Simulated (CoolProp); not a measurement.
A simple Rankine cycle with benzene: condensing at 320.15 K, boiler at 4.29 MPa, turbine inlet 556.2 K, turbine efficiency 0.6, pump efficiency 0.8, no recuperator. Each further row changes one setting.

Values from CoolProp's reference Helmholtz-energy equation of state, Thol 2012.

```tsv
case	thermal efficiency (%)	net work (kJ/kg)	heat in (kJ/kg)	turbine exit temperature (K)	volume ratio over the turbine
as stated	17.2	117	677	425.9	195
turbine inlet 576.2 K	17.4	129	741	457.8	166
condensing temperature 312.15 K	17.9	124	692	[?]	[?]
boiler pressure 3 MPa	16.7	122	730	455.3	104
turbine efficiency 0.5	14.2	96.1	677	438.9	[?]
```

Problem. What belongs in the gaps?

Solution. 
- condensing temperature 312.15 K, turbine exit temperature (K): 420.9
- condensing temperature 312.15 K, volume ratio over the turbine: 267
- turbine efficiency 0.5, volume ratio over the turbine: 201
